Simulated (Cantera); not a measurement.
What does this Cantera script print?

```python
import numpy as np
import cantera as ct

gas_names = """
    CL CL2 Fe FeCL FeCL2 FeCL3 Fe2CL4 Fe2CL6 H HCL H2
""".split()
cond_names = """
    Fe(a) Fe(c) Fe(d) Fe(L) FeCL2(s) FeCL2(L) FeCL3(s) FeCL3(L)
""".split()


# ... load() reads the species with a 1 bar reference pressure and builds the phases ...
atoms = {
    'FeCl3': {'Fe': 1, 'CL': 3},
    'H2': {'H': 2},
}
top_T = {}  # K; cautious upper limits of use, not melting points


# ... equilibrate(T, P, feed) seeds the gas with the atoms and calls Mixture.equilibrate('TP', solver="vcs", rtol=1e-11, max_steps=5000) ...
results = []
feed = {'FeCl3': 1, 'H2': 0.5}  # mol
for P in [0.1, 1, 10, 100, 1000, 10000, 100000]:
    for T in [823, 873, 923, 973, 1023, 1073, 1123, 1173, 1223, 1273, 1323, 1373, 1423, 1473]:
        mix = equilibrate(T, P, feed)
        results.append((T, P, feed, dict(zip(mix.species_names, mix.species_moles))))

for T, P, feed, n in results:
    print(f"{T:7g} {P:10.4g}  " + (" + ".join(c for c in cond_names if n.get(c, 0) > 1e-12) or "gas only"))
```

It prints:

```
    823        0.1  gas only
    873        0.1  gas only
    923        0.1  gas only
    973        0.1  gas only
   1023        0.1  gas only
   1073        0.1  gas only
   1123        0.1  gas only
   1173        0.1  gas only
   1223        0.1  gas only
   1273        0.1  gas only
   1323        0.1  gas only
   1373        0.1  gas only
   1423        0.1  gas only
   1473        0.1  gas only
    823          1  gas only
    873          1  gas only
    923          1  gas only
    973          1  gas only
   1023          1  gas only
   1073          1  gas only
   1123          1  gas only
   1173          1  gas only
   1223          1  gas only
   1273          1  gas only
   1323          1  gas only
   1373          1  gas only
   1423          1  gas only
   1473          1  gas only
    823         10  gas only
    873         10  gas only
    923         10  gas only
    973         10  gas only
   1023         10  gas only
   1073         10  gas only
   1123         10  gas only
   1173         10  gas only
   1223         10  gas only
   1273         10  gas only
   1323         10  gas only
   1373         10  gas only
   1423         10  gas only
   1473         10  gas only
    823        100  FeCL2(s)
    873        100  gas only
    923        100  gas only
    973        100  gas only
   1023        100  gas only
   1073        100  gas only
   1123        100  gas only
   1173        100  gas only
   1223        100  gas only
   1273        100  gas only
   1323        100  gas only
   1373        100  gas only
   1423        100  gas only
   1473        100  gas only
    823       1000  FeCL2(s)
    873       1000  FeCL2(s)
    923       1000  gas only
    973       1000  gas only
   1023       1000  gas only
   1073       1000  gas only
   1123       1000  gas only
   1173       1000  gas only
   1223       1000  gas only
   1273       1000  gas only
   1323       1000  gas only
   1373       1000  gas only
   1423       1000  gas only
   1473       1000  gas only
    823      1e+04  FeCL2(s)
    873      1e+04  FeCL2(s)
    923      1e+04  FeCL2(s)
    973      1e+04  FeCL2(L)
   1023      1e+04  FeCL2(L)
   1073      1e+04  gas only
   1123      1e+04  gas only
   1173      1e+04  gas only
   1223      1e+04  gas only
   1273      1e+04  gas only
   1323      1e+04  gas only
   1373      1e+04  gas only
   1423      1e+04  gas only
   1473      1e+04  gas only
    823      1e+05  FeCL2(s)
    873      1e+05  FeCL2(s)
    923      1e+05  FeCL2(s)
    973      1e+05  FeCL2(L)
   1023      1e+05  FeCL2(L)
   1073      1e+05  FeCL2(L)
   1123      1e+05  FeCL2(L)
   1173      1e+05  FeCL2(L)
   1223      1e+05  gas only
   1273      1e+05  gas only
   1323      1e+05  gas only
   1373      1e+05  gas only
   1423      1e+05  gas only
   1473      1e+05  gas only
```

These are equilibrium values from Cantera (NASA tables, ideal gas, pure condensed phases), not measurements of a reactor.
